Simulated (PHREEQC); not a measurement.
Solution (25 °C): 1.6 mmol/kgw HF, 0.4 mmol/kgw (NH4)2SiF6 and 52 mmol/kgw HBF4. Closed to the air; pH follows from the charge balance.

Equilibrium calculation in PHREEQC: ion-association model, phreeqc.dat.

```tsv
quantity	before	after
pH	1.37	1.35
ionic strength (mol/kgw)	0.0513	0.0532
HF (mol/kgw)	0.0118	0.0184
H3BO3 (mol/kgw)	0.00216	0.000400
BF3OH- (mol/kgw)	0.00148	0.000999
SI of Quartz (SiO2)	-2.08	-3.21
```

**Question.** Which change was made?
A. 0.00062 mol/kgw NaHF2 added
B. temperature from 25 to 80 °C
C. temperature from 25 to 55 °C
D. diluted 100-fold with water
E. HF from 0.0016 to 0.016 mol/kgw

**Answer.** E, HF from 0.0016 to 0.016 mol/kgw

No solid was allowed to form. SiF6-2 is the database's only silicon fluoride. Real BF4- forms and hydrolyses slowly; the run takes it at equilibrium.
